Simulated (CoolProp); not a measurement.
A closed Brayton cycle with nitrogen: compressor inlet 310.15 K and 7.3 MPa, high pressure 17.5 MPa, turbine inlet 775 K, compressor efficiency 0.85, turbine efficiency 0.9, recuperator effectiveness 0.8 (on enthalpy, no pinch check). Each further row changes one setting.

The numbers come from the reference Helmholtz-energy equation of state, Span 2000 in CoolProp.

```
case                           thermal efficiency (%)  net work (kJ/kg)  compressor to turbine work  compressor exit (K)  turbine exit (K)
-----------------------------  ----------------------  ----------------  --------------------------  -------------------  ----------------
as stated                                         ___              57.4                        0.66                415.2             627.6
turbine inlet 725 K                              23.1              46.4                         ___                415.2               ___
compressor inlet 320.15 K                        24.6              53.5                        0.68                428.5             627.6
high pressure 14.9 MPa                            ___              52.0                         ___                393.8               ___
recuperator effectiveness 0.5                     ___              57.4                        0.66                415.2             627.6
```

Complete the blanks.


- as stated, thermal efficiency (%): 26.0
- turbine inlet 725 K, compressor to turbine work: 0.71
- turbine inlet 725 K, turbine exit (K): 585.7
- high pressure 14.9 MPa, thermal efficiency (%): 25.7
- high pressure 14.9 MPa, compressor to turbine work: 0.63
- high pressure 14.9 MPa, turbine exit (K): 652.5
- recuperator effectiveness 0.5, thermal efficiency (%): 19.7
